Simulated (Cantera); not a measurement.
A closed system holds: 1 mol SiH2Cl2, 0.98 mol Cl2, 96 mol H2, 0.25 mol HCl, at 4.90 mbar.

These are equilibrium values from Cantera (NASA tables, ideal gas, pure condensed phases), not measurements of a reactor. Candidate condensed phases: Si; 19 gas species. The tables' values for SiCl are old estimates; treat these amounts as uncertain. Gases not in the tables: Si2H6 and higher silanes. Kinetics and transport are ignored. All values below are at 1402 °C.

Base state: H2 0.960, HCl 0.0337, SiCl2 0.00427, H 0.00163, Si 8.86e-5, Cl 4.46e-5, SiCl 4.10e-5, SiH2 1.08e-5 (mole fractions); condensed: Si(s).

### Question
What changes in the equilibrium state with this change: H2 from 96 to 13 mol?

### Answer
| species | before | after |
|---|---|---|
| H2 | 0.960 | 0.801 |
| HCl | 0.0337 | 0.136 |
| SiCl2 | 0.00427 | 0.0607 |
| SiCl4 | 4.29e-8 | 1.18e-5 |
| SiCl3 | 9.40e-6 | 0.000588 |
| SiHCl3 | 2.21e-7 | 1.26e-5 |
| Si(s), mol | 0.560 | 0 |
The tables' values for SiCl3, SiCl are old estimates; treat these amounts as uncertain.

### Question
What changes in the equilibrium state with this change: H2 from 96 to 6.1 mol?

### Answer
| species | before | after |
|---|---|---|
| H2 | 0.960 | 0.656 |
| HCl | 0.0337 | 0.235 |
| SiCl2 | 0.00427 | 0.105 |
| SiCl4 | 4.29e-8 | 7.46e-5 |
| SiCl3 | 9.40e-6 | 0.00194 |
| SiHCl3 | 2.21e-7 | 3.77e-5 |
| Cl | 4.46e-5 | 0.000375 |
| SiH2 | 1.08e-5 | 2.56e-6 |
| Si(s), mol | 0.560 | 0 |
The tables' values for SiCl3, SiCl are old estimates; treat these amounts as uncertain.
